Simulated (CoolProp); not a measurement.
Saturation properties of carbon dioxide.

Computed with CoolProp (reference Helmholtz-energy equation of state, Span 1996).

```tsv
T (K)	p (MPa)	liquid density (kg/m³)	vapour density (kg/m³)	surface tension (mN/m)	liquid conductivity (mW/(m K))
222.4	0.6618	1157	17.40	15.1	170
227.6	0.8143	1138	21.27	13.9	164
232.7	0.9880	1118	25.70	12.8	157
237.8	1.188	1098	30.83	11.6	151
243	1.421	1076	36.91	10.5	145
248.1	1.680	1054	43.81	9.43	139
253.2	1.973	1031	51.78	8.36	133
258.3	2.301	1007	61.02	7.33	127
263.5	2.675	981.1	71.98	6.30	121
268.6	3.084	953.7	84.55	5.32	115
273.7	3.536	924.1	99.37	4.38	108
```

Thermal conductivity comes from a separate model (Huber 2016). Surface tension comes from a separate correlation (Mulero 2012).
